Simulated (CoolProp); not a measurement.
Vapour-liquid equilibrium of R134a (1) + R123 (2) at 56.35 °C; x and y are mole fractions of (1).

Values from CoolProp's multi-fluid Helmholtz-energy mixture model, Tillner-Roth 1994 and Younglove 1994; pair parameters Bell 2016.

Q: Give the bubble pressure and the first vapour's composition at x = 0.2, 0.65, 0.875. Is there an azeotrope?

A: x = 0.2: 0.5443 MPa, y = 0.582; x = 0.65: 1.106 MPa, y = 0.877; x = 0.875: 1.375 MPa, y = 0.955. No azeotrope shows between x = 0.05 and 0.95.

The pair parameters rest on a limited set of measurements; away from them the model extrapolates.
